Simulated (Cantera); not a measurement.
Charge: 1 mol Si, 0.0017 mol H2O, 2.3 mol H2, at 2.10 Pa.

Cantera equilibrium calculation (NASA polynomials, part measured and part estimated; ideal gas, pure solids and liquids). Candidate condensed phases: H2O, Si, SiO2; 18 gas species. Gases not in the tables: Si2H6 and higher silanes. The numbers say what is thermodynamically allowed, not how fast it happens.

Task: Which condensed phases are stable at each of these points (T (°C)): 875, 950, 1025, 1100, 1175, 1250, 1325, 1400, 1475?

Result: 
```tsv
T (°C)	condensed phases	Si condensed (%)
875	Si(s)	99.8
950	Si(s)	99.8
1025	Si(s)	99.8
1100	Si(s)	99.8
1175	Si(s)	99.8
1250	Si(s)	99.6
1325	Si(s)	98.8
1400	Si(s)	95.0
1475	Si(l)	81.9
```

From 875 °C to 1400 °C the condensed part is Si(s). At 1475 °C the condensed part is Si(l).
